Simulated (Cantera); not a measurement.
# Thermodynamics of carbon deposition, reforming and gasification, feed acetone + CO2 + N2

Feed: 1 mol acetone, 1.7 mol CO2, 0.23 mol N2, equilibrated at 0.320 bar.

Method: chemical equilibrium by Gibbs-energy minimisation in Cantera with the NASA 1993 tables (ideal gas, pure condensed phases). Candidate condensed phases: C, C6H6, C7H8, C8H18, H2O; 136 gas species. The feed counts by its element totals alone. Kinetics and transport are ignored.

```
T (°C)  log p CO  log p H2  log p H  log p N2  log p HCN  log p C2H2 (acetylene)  log p HNC  n C(graphite)
------  --------  --------  -------  --------  ---------  ----------------------  ---------  -------------
2150       -0.74     -0.92    -2.21     -2.07      -2.73                   -3.03      -3.70          0.205
2225       -0.74     -0.93    -2.07     -2.08      -2.66                   -2.90      -3.59          0.179
2300       -0.74     -0.94    -1.93     -2.10      -2.59                   -2.78      -3.49          0.146
2375       -0.74     -0.95    -1.81     -2.11      -2.53                   -2.66      -3.39          0.108
2450       -0.75     -0.97    -1.69     -2.13      -2.48                   -2.56      -3.31         0.0627
2525       -0.75     -0.99    -1.59     -2.15      -2.43                   -2.47      -3.23        0.00991
2600       -0.76     -1.01    -1.48     -2.16      -2.43                   -2.47      -3.20              0
```
log p: log10 of the partial pressure in bar; n: condensed amount in mol.

From 2150 °C to 2525 °C the condensed part is C(graphite). At 2600 °C nothing is condensed. The main C-bearing gas is CO throughout. The share of C in condensed phases is highest at 2150 °C (4.4 %) and lowest at 2600 °C (0.0 %).
